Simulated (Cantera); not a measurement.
A freely propagating, adiabatic, planar premixed flame of H2 : O2 : N2 = 1 : 0.185 : 0.815 (molar parts), unburnt at 575 K and 1.30 bar; multicomponent transport, grid criteria slope 0.08 and curve 0.16, no radiation.

Detailed kinetics in Cantera: the H2/O2 subset of GRI-Mech 3.0, which has no nitrogen chemistry. Burning velocities carry a grid error of a few per cent, more on coarse grids.

Question: Predict: laminar burning velocity; thermal thickness; peak x(H); peak x(O); peak x(HO2); peak x(OH).

Answer: 
| Property | Value |
|---|---|
| laminar burning velocity | 672 cm/s |
| thermal thickness | 0.343 mm |
| peak x(H) | 0.0640 |
| peak x(O) | 0.00167 |
| peak x(HO2) | 0.000276 |
| peak x(OH) | 0.00155 |
